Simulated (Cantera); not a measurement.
What does this Cantera script print?

```python
import numpy as np
import cantera as ct

gas_names = """
    CL CL2 H HCL H2 Si SiCL SiCL2 SiCL3 SiCL4 SiH SiHCL3 SiH2 SiH2CL2 SiH3 SiH3CL SiH4 Si2 Si3
""".split()
cond_names = """
    Si(cr) Si(L)
""".split()


# ... load() reads the species with a 1 bar reference pressure and builds the phases ...
atoms = {
    'SiCl4': {'Si': 1, 'CL': 4},
    'HCl': {'H': 1, 'CL': 1},
    'H2': {'H': 2},
}
top_T = {}  # K; cautious upper limits of use, not melting points


# ... equilibrate(T, P, feed) seeds the gas with the atoms and calls Mixture.equilibrate('TP', solver="vcs", rtol=1e-11, max_steps=5000) ...
results = []
feed = {'SiCl4': 1, 'HCl': 5.9, 'H2': 2.5}  # mol
P = 2200000  # Pa
for T in [575, 675, 775, 875, 975, 1075, 1175, 1275, 1375, 1475, 1575]:
    mix = equilibrate(T, P, feed)
    results.append((T, P, feed, dict(zip(mix.species_names, mix.species_moles))))
    x = sorted(zip(gas.X, gas.species_names), reverse=True)
    print(f"T = {T:g} K  P = {P:g} Pa  gas = {mix.phase_moles(0):.4g} mol")
    print("   x: " + "  ".join(f"{s} {v:.3e}" for v, s in x if v > 1e-06))
    print("   condensed (mol): " + ("  ".join(f"{mix.phase(i).name} {mix.phase_moles(i):.4g}"
          for i in range(1, mix.n_phases) if mix.phase_moles(i) > 1e-12) or "none"))
```

Output:

```
T = 575 K  P = 2.2e+06 Pa  gas = 9.4 mol
   x: HCL 6.277e-01  H2 2.660e-01  SiCL4 1.064e-01
   condensed (mol): none
T = 675 K  P = 2.2e+06 Pa  gas = 9.4 mol
   x: HCL 6.277e-01  H2 2.660e-01  SiCL4 1.064e-01  SiHCL3 5.912e-06
   condensed (mol): none
T = 775 K  P = 2.2e+06 Pa  gas = 9.4 mol
   x: HCL 6.277e-01  H2 2.659e-01  SiCL4 1.064e-01  SiHCL3 2.916e-05
   condensed (mol): none
T = 875 K  P = 2.2e+06 Pa  gas = 9.4 mol
   x: HCL 6.278e-01  H2 2.659e-01  SiCL4 1.063e-01  SiHCL3 9.850e-05
   condensed (mol): none
T = 975 K  P = 2.2e+06 Pa  gas = 9.4 mol
   x: HCL 6.279e-01  H2 2.657e-01  SiCL4 1.061e-01  SiHCL3 2.567e-04  SiCL3 1.328e-06
   condensed (mol): none
T = 1075 K  P = 2.2e+06 Pa  gas = 9.4 mol
   x: HCL 6.282e-01  H2 2.654e-01  SiCL4 1.058e-01  SiHCL3 5.555e-04  SiCL3 9.798e-06
   condensed (mol): none
T = 1175 K  P = 2.2e+06 Pa  gas = 9.4 mol
   x: HCL 6.287e-01  H2 2.649e-01  SiCL4 1.053e-01  SiHCL3 1.046e-03  SiCL3 5.088e-05  SiH2CL2 1.332e-06
   condensed (mol): none
T = 1275 K  P = 2.2e+06 Pa  gas = 9.401 mol
   x: HCL 6.296e-01  H2 2.641e-01  SiCL4 1.044e-01  SiHCL3 1.767e-03  SiCL3 2.018e-04  SiH2CL2 4.147e-06  SiCL2 2.537e-06
   condensed (mol): none
T = 1375 K  P = 2.2e+06 Pa  gas = 9.403 mol
   x: HCL 6.309e-01  H2 2.628e-01  SiCL4 1.029e-01  SiHCL3 2.735e-03  SiCL3 6.458e-04  SiCL2 1.861e-05  SiH2CL2 1.077e-05
   condensed (mol): none
T = 1475 K  P = 2.2e+06 Pa  gas = 9.409 mol
   x: HCL 6.329e-01  H2 2.608e-01  SiCL4 1.005e-01  SiHCL3 3.918e-03  SiCL3 1.732e-03  SiCL2 1.015e-04  SiH2CL2 2.398e-05  CL 2.777e-06  H 1.412e-06
   condensed (mol): none
T = 1575 K  P = 2.2e+06 Pa  gas = 9.423 mol
   x: HCL 6.363e-01  H2 2.576e-01  SiCL4 9.646e-02  SiHCL3 5.210e-03  SiCL3 3.981e-03  SiCL2 4.300e-04  SiH2CL2 4.645e-05  CL 8.825e-06  H 4.497e-06
   condensed (mol): none
```

Method: chemical equilibrium by Gibbs-energy minimisation in Cantera with the NASA 1993 tables (ideal gas, pure condensed phases). The tables' values for SiCl3 are old estimates; treat these amounts as uncertain.
